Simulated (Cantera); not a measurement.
Charge: 1 mol Si3N4, 1.3 mol CO2, 8 mol N2, at 1848.15 K and 1.90e-5 bar.

Cantera equilibrium calculation (NASA polynomials, part measured and part estimated; ideal gas, pure solids and liquids). Candidate condensed phases: C, Si, SiC, SiO2, Si2N2O, Si3N4; 34 gas species. The tables' values for SiN are old estimates; treat these amounts as uncertain. Equilibrium is a limit: real reactors are often held back by kinetics, nucleation or transport.

### Question
What is the equilibrium state?

### Answer
```json
{
 "x(N2)": "0.701",
 "x(Si)": "0.114",
 "x(SiO)": "0.0925",
 "x(CO)": "0.0899",
 "x(Si2C)": "0.00129",
 "x(Si2)": "0.000275",
 "x(SiN)": "0.000161",
 "x(Si2N)": "8.50e-5",
 "x(Si3)": "2.21e-5",
 "gas_amount": "14.26 mol",
 "log10 activity of Si(l) (absent)": "-0.46",
 "log10 activity of C(graphite) (absent)": "-1.15"
}
```
